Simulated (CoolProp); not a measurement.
Nitrogen along the isobar 4.46 MPa: fugacity coefficient from the reference equation and from simpler models built on Tc = 126.2 K, pc = 3.396 MPa, ω = 0.037; each cubic takes its own stable root.

Model: reference Helmholtz-energy equation of state, Span 2000, in CoolProp.

```
T (K)          phase  reference  Redlich-Kwong  Peng-Robinson
-----  -------------  ---------  -------------  -------------
119.5         liquid     0.4373              …         0.4245
135.7  supercritical     0.6631         0.6580              …
151.8  supercritical     0.7687         0.7616              …
168    supercritical     0.8345              …         0.8069
184.1  supercritical          …         0.8718              …
200.2  supercritical          …         0.9040         0.8904
216.4  supercritical     0.9358         0.9279              …
232.5  supercritical     0.9537         0.9458         0.9374
248.7  supercritical     0.9675         0.9595         0.9531
264.8  supercritical     0.9781         0.9701         0.9654
280.9  supercritical     0.9865         0.9785         0.9751
297.1  supercritical     0.9931         0.9851         0.9829
313.2  supercritical     0.9984         0.9904         0.9891
329.4  supercritical      1.003         0.9947         0.9942
```

**Question.** Complete the blanks.

**Answer.** 
- 119.5, Redlich-Kwong: 0.4440
- 135.7, Peng-Robinson: 0.6335
- 151.8, Peng-Robinson: 0.7384
- 168, Redlich-Kwong: 0.8270
- 184.1, reference: 0.8795
- 184.1, Peng-Robinson: 0.8550
- 200.2, reference: 0.9118
- 216.4, Peng-Robinson: 0.9171
